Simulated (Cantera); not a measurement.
An isothermal, constant-pressure homogeneous reactor starts with NO : N2 = 5.1 : 0.72 (molar parts), at 1825 K and 135 Torr.

Computed with Cantera and GRI-Mech 3.0 (53 species, 325 reactions).

Question: Predict: x(NO) at 10.0 s; x(O2) at 10.0 s; x(N2) at 10.0 s; x(N2O) at 10.0 s; x(NO2) at 10.0 s; x(O) at 10.0 s.

Answer: 
```
Property                                              Value
----------------  -----------------------------------------
x(NO) at 10.0 s       0.370 (gas-phase equilibrium 0.00550)
x(O2) at 10.0 s         0.253 (gas-phase equilibrium 0.435)
x(N2) at 10.0 s         0.377 (gas-phase equilibrium 0.559)
x(N2O) at 10.0 s    4.75e-5 (gas-phase equilibrium 1.13e-7)
x(NO2) at 10.0 s   0.000408 (gas-phase equilibrium 7.99e-6)
x(O) at 10.0 s    0.000187 (gas-phase equilibrium 0.000240)
```
